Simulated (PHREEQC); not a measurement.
**Alkaline etch or developer**

Make-up at 25 °C: 0.12 mol CsOH, 0.027 mol NaAlO2 and 0.0019 mol Na2CO3 per kg of water. Closed to the air; pH follows from the charge balance.

Computed with PHREEQC (ion-association model, wateq4f.dat).

Each row changes one thing in this solution. This is a speciation only: nothing precipitates in the calculation.

| case | pH | ionic strength (mol/kgw) | Al(OH)3 (mol/kgw) | SI of Gibbsite (Al(OH)3) | SI of Boehmite (AlOOH) |
|---|---|---|---|---|---|
| as made | 12.94 | 0.152 | 1.18e-9 | -0.08 | -0.55 |
| CsOH from 0.12 to 0.108 mol/kgw | 12.90 | 0.140 | 1.32e-9 | -0.04 | -0.51 |
| diluted 2-fold with water | 12.67 | 0.0761 | 1.19e-9 | -0.09 | -0.56 |
| Na2CO3 from 0.0019 to 0.00285 mol/kgw | 12.94 | 0.155 | 1.18e-9 | -0.08 | -0.55 |
| Na2CO3 replaced by NaNO3 at the same molality | 12.95 | 0.149 | 1.18e-9 | -0.08 | -0.55 |
| Na2CO3 left out | 12.95 | 0.147 | 1.18e-9 | -0.08 | -0.55 |
| CsOH from 0.12 to 0.06 mol/kgw | 12.66 | 0.0920 | 2.38e-9 | +0.22 | -0.26 |

Complexes and solids missing from the database can't appear. Some of these states are supersaturated (in Gibbsite (slow to form), for instance).
